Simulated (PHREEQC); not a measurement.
PHREEQC input (Pitzer model, pitzer.dat):

```
SOLUTION 1
  temp 25
  units mol/kgw
  pH 7 charge
  S(6) 0.032
  Na 0.904
  C(4) 0.42
  Cl 0.03
  K 0.03
END
USE solution 1
INCREMENTAL_REACTIONS false
REACTION 1
  H2O -1
  0 9.886 18.011 24.689 30.178 34.689 38.397 41.444
  43.949 46.007 47.699 49.089 50.232 51.172 51.944 52.578
  53.1 53.528 53.88 moles
EQUILIBRIUM_PHASES 1
  Arcanite 0 0
  Burkeite 0 0
  Glaserite 0 0
  Halite 0 0
  Kalicinite 0 0
  Mirabilite 0 0
  Misenite 0 0
  Nahcolite 0 0
  Natron 0 0
  Sylvite 0 0
  Thenardite 0 0
  Trona 0 0
  CO2(g) -3.4 10
SELECTED_OUTPUT 1
  -reset false
  -pH true
  -pe true
  -ionic_strength true
  -water true
  -activities H2O
  -totals C Cl K Na S
  -molalities H+ Na+ K+ Cl- CO3-2 SO4-2 OH- HCO3- CO2 HSO4-
  -equilibrium_phases Arcanite Burkeite Glaserite Halite Kalicinite Mirabilite Misenite Nahcolite Natron Sylvite
    Thenardite Trona
PRINT
  -reset false
END
```

Selected output (columns that matter, 17 of 19 rows; water left (kg) added in front):

```
water left (kg)	pH	mu	C	Cl	K	Na	S	m_H+	m_Na+	m_K+	m_Cl-	la_H2O	Glaserite	Trona
0.998889	10.044	1.3205	0.48734	0.030033	0.030033	0.90501	0.032036	2.1127e-10	0.90501	0.030033	0.030033	-0.0086486	0	0
0.820886	10.062	1.6139	0.58604	0.036546	0.036546	1.1012	0.038982	2.1266e-10	1.1012	0.036546	0.036546	-0.010294	0	0
0.6746	10.079	1.9715	0.70547	0.044471	0.044471	1.3401	0.047436	2.1432e-10	1.3401	0.044471	0.044471	-0.012257	0	0
0.554372	10.095	2.4074	0.85017	0.054115	0.054115	1.6307	0.057723	2.1577e-10	1.6307	0.054115	0.054115	-0.014613	0	0
0.455555	10.109	2.9385	1.0257	0.065854	0.065854	1.9844	0.070244	2.1639e-10	1.9844	0.065854	0.065854	-0.01747	0	0
0.307597	10.133	4.3727	1.4984	0.09753	0.09753	2.9389	0.10403	2.1164e-10	2.9389	0.09753	0.09753	-0.025374	0	0
0.252744	10.143	5.3309	1.8145	0.1187	0.1187	3.5767	0.12661	2.0422e-10	3.5767	0.1187	0.1187	-0.030989	0	0
0.207644	10.15	6.4968	2.2007	0.14448	0.14448	4.3536	0.15411	1.9199e-10	4.3536	0.14448	0.14448	-0.038349	0	0
0.170584	10.153	7.9138	2.6732	0.17587	0.17587	5.2994	0.18759	1.7416e-10	5.2994	0.17587	0.17587	-0.048243	0	0
0.139363	10.151	9.1445	3.0689	0.21526	0.21526	6.1139	0.22962	1.5618e-10	6.1139	0.21526	0.21526	-0.057993	0	0.017314
0.11195	10.148	9.2187	3.0167	0.26798	0.26798	6.1267	0.28584	1.5024e-10	6.1267	0.26798	0.26798	-0.059368	0	0.072705
0.0894099	10.143	9.315	2.9503	0.33553	0.33553	6.1439	0.3579	1.427e-10	6.1439	0.33553	0.33553	-0.061131	0	0.11822
0.0556538	10.131	9.6145	2.754	0.53905	0.53905	6.2023	0.57498	1.2064e-10	6.2023	0.53905	0.53905	-0.066453	0	0.18627
0.0431577	10.12	9.8544	2.6073	0.69513	0.69513	6.254	0.74147	1.047e-10	6.254	0.69513	0.69513	-0.070564	0	0.21136
0.0328747	10.105	10.205	2.409	0.91256	0.91256	6.3372	0.97339	8.4332e-11	6.3372	0.91256	0.91256	-0.076369	0	0.23189
0.0244729	10.076	10.44	2.1544	1.2258	1.0375	6.4636	1.182	6.7409e-11	6.4636	1.0375	1.2258	-0.082698	0.0015362	0.24809
0.0175976	10.021	10.453	1.82	1.7048	0.96692	6.6855	1.3265	5.6313e-11	6.6855	0.96692	1.7048	-0.09009	0.0043282	0.26067
```
